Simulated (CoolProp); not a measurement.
A simple Rankine cycle with R1336mzz(Z): condensing at 292.15 K, boiler at 1.69 MPa, turbine inlet 454.6 K, turbine efficiency 0.9, pump efficiency 0.6, no recuperator. Each further row changes one setting.

The numbers come from the reference Helmholtz-energy equation of state, McLinden 2020 in CoolProp.

```json
[
 {"case": "as stated", "thermal efficiency (%)": "18.3", "net work (kJ/kg)": "___", "heat in (kJ/kg)": "308", "turbine exit temperature (K)": "379.8", "volume ratio over the turbine": "31.0"},
 {"case": "turbine inlet 474.6 K", "thermal efficiency (%)": "18.1", "net work (kJ/kg)": "60.2", "heat in (kJ/kg)": "333", "turbine exit temperature (K)": "400.3", "volume ratio over the turbine": "29.8"},
 {"case": "condensing temperature 284.15 K", "thermal efficiency (%)": "19.5", "net work (kJ/kg)": "62.0", "heat in (kJ/kg)": "___", "turbine exit temperature (K)": "___", "volume ratio over the turbine": "43.0"},
 {"case": "boiler pressure 1.18 MPa", "thermal efficiency (%)": "16.7", "net work (kJ/kg)": "52.9", "heat in (kJ/kg)": "316", "turbine exit temperature (K)": "390.7", "volume ratio over the turbine": "20.3"},
 {"case": "turbine efficiency 0.8", "thermal efficiency (%)": "16.2", "net work (kJ/kg)": "49.9", "heat in (kJ/kg)": "308", "turbine exit temperature (K)": "386.3", "volume ratio over the turbine": "31.5"}
]
```

### Question
Complete the blanks.

### Answer

- as stated, net work (kJ/kg): 56.3
- condensing temperature 284.15 K, heat in (kJ/kg): 318
- condensing temperature 284.15 K, turbine exit temperature (K): 373.7
